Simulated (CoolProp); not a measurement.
Properties of ethanol along the isotherm 565 K.

The numbers come from the reference Helmholtz-energy equation of state, Schroeder 2014 in CoolProp.

```json
[
 {"p (kPa)": "6960", "phase": "supercritical", "Z": "0.7308", "viscosity (µPa s)": "19.7", "Prandtl number": "1.10"},
 {"p (kPa)": "13900", "phase": "supercritical", "Z": "0.3963", "viscosity (µPa s)": "43.3", "Prandtl number": "2.22"},
 {"p (kPa)": "20900", "phase": "supercritical", "Z": "…", "viscosity (µPa s)": "61.5", "Prandtl number": "2.27"},
 {"p (kPa)": "27900", "phase": "supercritical", "Z": "…", "viscosity (µPa s)": "…", "Prandtl number": "2.32"},
 {"p (kPa)": "34800", "phase": "supercritical", "Z": "0.6445", "viscosity (µPa s)": "80.4", "Prandtl number": "2.37"},
 {"p (kPa)": "41800", "phase": "supercritical", "Z": "0.7422", "viscosity (µPa s)": "87.3", "Prandtl number": "2.42"},
 {"p (kPa)": "48800", "phase": "supercritical", "Z": "0.8387", "viscosity (µPa s)": "…", "Prandtl number": "2.47"},
 {"p (kPa)": "55700", "phase": "supercritical", "Z": "0.9323", "viscosity (µPa s)": "98.8", "Prandtl number": "…"},
 {"p (kPa)": "62700", "phase": "supercritical", "Z": "1.026", "viscosity (µPa s)": "104", "Prandtl number": "2.55"}
]
```

What belongs in the gaps?


- 20900, Z: 0.4533
- 27900, Z: 0.5477
- 27900, viscosity (µPa s): 72.3
- 48800, viscosity (µPa s): 93.4
- 55700, Prandtl number: 2.51

Viscosity comes from a separate model (Kiselev 2005). Thermal conductivity comes from a separate model (Assael 2013).
